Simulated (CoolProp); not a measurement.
A single-stage vapour-compression cycle with R1132(E): evaporating at 254.15 K (dew point), condensing at 294.15 K (bubble point), superheat 10 K, subcooling 2 K, compressor efficiency 0.75, no pressure losses. Each further row changes one setting.

The numbers come from the reference Helmholtz-energy equation of state, Akasaka 2024 in CoolProp.

```tsv
case	cooling COP	pressure ratio	discharge temperature (K)	refrigerating effect (kJ/kg)	volumetric capacity (kJ/m³)
as stated	?	3.47	333.9	217	2960
evaporating temperature 259.15 K	?	2.90	?	?	3560
condensing temperature 289.15 K	4.57	?	?	226	3090
subcooling 7 K	4.05	3.47	333.9	226	3090
superheat 20 K	3.87	3.47	344.8	?	2950
compressor efficiency 0.65	3.37	3.47	?	217	2960
```

Task: Some entries are withheld; supply them.

Result: 
- as stated, cooling COP: 3.89
- evaporating temperature 259.15 K, cooling COP: 4.62
- evaporating temperature 259.15 K, discharge temperature (K): 329.4
- evaporating temperature 259.15 K, refrigerating effect (kJ/kg): 220
- condensing temperature 289.15 K, pressure ratio: 3.03
- condensing temperature 289.15 K, discharge temperature (K): 325.9
- superheat 20 K, refrigerating effect (kJ/kg): 227
- compressor efficiency 0.65, discharge temperature (K): 341.3
